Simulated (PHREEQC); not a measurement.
Consider water at 25 °C with 0.00024 mol/kgw H2S and 0.023 mol/kgw NaCl. Closed to the air; pH follows from the charge balance.

Model: ion-association model, phreeqc.dat, run in PHREEQC.

| quantity | before | after |
|---|---|---|
| pH | 5.28 | 5.09 |
| HS- (mol/kgw) | 5.95e-6 | 9.33e-6 |
| SI of Halite (NaCl) | -4.97 | -5.02 |

Question: What was changed between the two runs?
(A) NaCl from 0.023 to 0.0115 mol/kgw
(B) H2S from 0.00024 to 0.00036 mol/kgw
(C) H2S from 0.00024 to 4.8e-05 mol/kgw
(D) temperature from 25 to 75 °C

Answer: D, temperature from 25 to 75 °C

This is a speciation only: nothing precipitates in the calculation. Constants without temperature data keep their 25 °C values here.
